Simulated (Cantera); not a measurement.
A perfectly stirred reactor is fed with 18.0 % CO, 14.4 % H2, 11.6 % O2, 43.6 % N2, 12.4 % H2O, at 2700 Torr; it is adiabatic with a 673 K inlet, and is followed from long to short residence time, starting on the burning branch (τ in s: 0.16, 0.046, 0.013, 0.0039, 0.0011, 0.00032, 9.3e-05, 2.7e-05, 7.8e-06).

Computed with Cantera and GRI-Mech 3.0 (53 species, 325 reactions). The hydrogen kinetics of GRI-Mech 3.0 are dated; newer H2 mechanisms differ, most at raised pressure.

**Question.** Predict: blow-out, bracketed by the residence times tried; x(CO) at τ = 0.160 s; x(H2) at τ = 0.160 s; x(O2) at τ = 0.160 s; x(N2O) at τ = 0.160 s; x(NO) at τ = 0.160 s; x(CO) at τ = 1.10 ms; x(H2) at τ = 1.10 ms; x(O2) at τ = 1.10 ms; x(N2O) at τ = 1.10 ms; x(NO) at τ = 1.10 ms.

**Answer.** blow-out, bracketed by the residence times tried: burning at 7.80 µs, the shortest tried
x(CO) at τ = 0.160 s: 0.0768
x(H2) at τ = 0.160 s: 0.0289
x(O2) at τ = 0.160 s: 0.000212
x(N2O) at τ = 0.160 s: 3.42e-8
x(NO) at τ = 0.160 s: 0.000379
x(CO) at τ = 1.10 ms: 0.0793
x(H2) at τ = 1.10 ms: 0.0305
x(O2) at τ = 1.10 ms: 0.00228
x(N2O) at τ = 1.10 ms: 7.23e-8
x(NO) at τ = 1.10 ms: 0.000111
